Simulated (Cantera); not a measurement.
Input: 1 mol SiH4, 0.22 mol CH4, 21 mol H2, equilibrated at 0.0100 bar.

Cantera equilibrium calculation (NASA polynomials, part measured and part estimated; ideal gas, pure solids and liquids). Candidate condensed phases: C, C6H6, C7H8, C8H18, Si, SiC; 87 gas species. Mutual solubility and eutectic melting of coexisting phases are not modelled. Gases not in the tables: Si2H6 and higher silanes. Equilibrium is a limit: real reactors are often held back by kinetics, nucleation or transport.

x: gas mole fraction; n: condensed amount in mol.

| T (K) | x H2 | x H | x Si | x SiH | x Si2C | n Si(s) | n SiC(s) | n Si(l) |
|---|---|---|---|---|---|---|---|---|
| 925 | 1.00 | 2.60e-9 | <1e-12 | <1e-12 | <1e-12 | 0.780 | 0.220 | 0 |
| 1025 | 1.00 | 4.36e-8 | <1e-12 | <1e-12 | <1e-12 | 0.780 | 0.220 | 0 |
| 1125 | 1.000 | 4.44e-7 | 7.01e-12 | 1.75e-11 | <1e-12 | 0.780 | 0.220 | 0 |
| 1225 | 1.000 | 3.12e-6 | 3.46e-10 | 4.43e-10 | <1e-12 | 0.780 | 0.220 | 0 |
| 1325 | 1.000 | 1.64e-5 | 9.43e-9 | 6.84e-9 | … | 0.780 | 0.220 | 0 |
| 1425 | 1.000 | 6.82e-5 | 1.61e-7 | 7.15e-8 | … | 0.780 | 0.220 | 0 |
| 1525 | 1.000 | 0.000237 | 1.89e-6 | 5.47e-7 | … | 0.780 | 0.220 | 0 |
| 1625 | 0.999 | 0.000705 | 1.63e-5 | 3.24e-6 | … | 0.779 | 0.220 | 0 |
| 1725 | 0.998 | 0.00186 | 0.000102 | 1.45e-5 | … | 0 | 0.220 | 0.777 |
| 1825 | 0.995 | 0.00439 | 0.000455 | 4.82e-5 | … | 0 | 0.220 | 0.767 |
| 1925 | 0.988 | 0.00950 | 0.00174 | 0.000141 | … | 0 | 0.219 | 0.732 |
| 2025 | 0.974 | 0.0190 | 0.00582 | 0.000368 | … | 0 | 0.216 | 0.622 |

Question: What belongs in the gaps?

Answer: 
- 1325, x Si2C: 2.99e-12
- 1425, x Si2C: 1.32e-10
- 1525, x Si2C: 3.49e-9
- 1625, x Si2C: 6.12e-8
- 1725, x Si2C: 7.10e-7
- 1825, x Si2C: 5.51e-6
- 1925, x Si2C: 3.43e-5
- 2025, x Si2C: 0.000177
